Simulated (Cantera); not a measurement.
Sublimation and decomposition of ceramics: AlN + H2

A closed system holds: 1 mol AlN, 0.069 mol H2, at 0.110 bar.

Method: chemical equilibrium by Gibbs-energy minimisation in Cantera with the NASA 1993 tables (ideal gas, pure condensed phases). Candidate condensed phases: Al, AlN; 13 gas species. The numbers say what is thermodynamically allowed, not how fast it happens.

| T (K) | x Al | x H2 | x N2 | x H | x AlH | x Al2 | x N | n AlN(s) |
|---|---|---|---|---|---|---|---|---|
| 2300 | 0.227 | 0.622 | 0.119 | 0.0230 | 0.00936 | 0.000443 | 4.06e-8 | 0.974 |
| 2350 | 0.362 | 0.414 | 0.188 | 0.0242 | 0.0112 | 0.000931 | 8.71e-8 | 0.940 |
| 2400 | 0.568 | 0.115 | 0.290 | 0.0163 | 0.00861 | 0.00190 | 1.81e-7 | 0.687 |
| 2450 | 0.628 | 0.0357 | 0.318 | 0.0115 | 0.00492 | 0.00195 | 3.10e-7 | 0 |
| 2500 | 0.628 | 0.0345 | 0.318 | 0.0141 | 0.00450 | 0.00164 | 4.97e-7 | 0 |
| 2550 | 0.627 | 0.0331 | 0.317 | 0.0171 | 0.00411 | 0.00139 | 7.81e-7 | 0 |
| 2600 | 0.627 | 0.0315 | 0.316 | 0.0205 | 0.00375 | 0.00118 | 1.21e-6 | 0 |
| 2650 | 0.626 | 0.0297 | 0.316 | 0.0243 | 0.00341 | 0.00102 | 1.84e-6 | 0 |
| 2700 | 0.625 | 0.0277 | 0.315 | 0.0285 | 0.00309 | 0.000875 | 2.75e-6 | 0 |
| 2750 | 0.624 | 0.0255 | 0.314 | 0.0329 | 0.00279 | 0.000757 | 4.06e-6 | 0 |
| 2800 | 0.623 | 0.0232 | 0.313 | 0.0376 | 0.00251 | 0.000659 | 5.91e-6 | 0 |
| 2850 | 0.622 | 0.0208 | 0.312 | 0.0423 | 0.00225 | 0.000575 | 8.48e-6 | 0 |
x: gas mole fraction; n: condensed amount in mol.

From 2300 K to 2400 K the condensed part is AlN(s). From 2450 K to 2850 K nothing is condensed. The main Al-bearing gas is Al throughout.
